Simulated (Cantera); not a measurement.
## Silicon carbide growth: SiH₂Cl₂ + HCl + H₂ + C₂H₂

Feed: 1 mol SiH₂Cl₂, 0.67 mol HCl, 33 mol H₂, 0.031 mol C₂H₂, held at 13.3 mbar.

These are equilibrium values from Cantera (NASA tables, ideal gas, pure condensed phases), not measurements of a reactor. Candidate condensed phases: C, C₆H₆, C₇H₈, C₈H₁₈, Si, SiC; 109 gas species. The tables' values for SiCl are old estimates; treat these amounts as uncertain. Gases not in the tables: Si₂H₆ and higher silanes. The numbers say what is thermodynamically allowed, not how fast it happens.

```
T (K)   x H₂     x H   x HCl    x Si     x Cl  n SiC(s)
-----  -----  ------  ------  ------  -------  --------
2198   0.869  0.0450  0.0585  0.0168  0.00220    0.0170
2248   0.853  0.0588  0.0600  0.0184  0.00299         0
2298   0.834  0.0758  0.0605  0.0198  0.00396         0
2348   0.813  0.0964  0.0601  0.0209  0.00511         0
2398   0.788   0.121  0.0589  0.0216  0.00646         0
2448   0.760   0.150  0.0570  0.0221  0.00801         0
2498   0.727   0.184  0.0546  0.0222  0.00976         0
```
x: gas mole fraction; n: condensed amount in mol.

At 2198 K the condensed part is SiC(s). From 2248 K to 2498 K nothing is condensed. The main Si-bearing gas is Si throughout.
